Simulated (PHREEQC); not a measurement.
## Copper plating or etch bath: speciation

Dissolve 0.1 mol/kgw Cu(NO3)2, 0.00031 mol/kgw HNO3 and 0.095 mol/kgw FeCl3 at 25 °C. It is in equilibrium with CO2 at log p = -3.4 (atm). Otherwise closed; pH follows from the charge balance.

Model: ion-association model, phreeqc.dat, run in PHREEQC.

Precipitation was switched off in this run.

### Question
What pH, ionic strength does the model give?

### Answer
pH 1.92; ionic strength 0.660 mol/kgw.

### Question
In which forms is Cl present?

### Answer
Cl- 74 %, FeCl+2 16 %, FeCl2+ 5.5 %, CuCl+ 4.1 % of the Cl.

Examples of supersaturated solids here: Hematite (slow to form), Goethite (slow to form). Others may be too. Complexes and solids missing from the database can't appear.
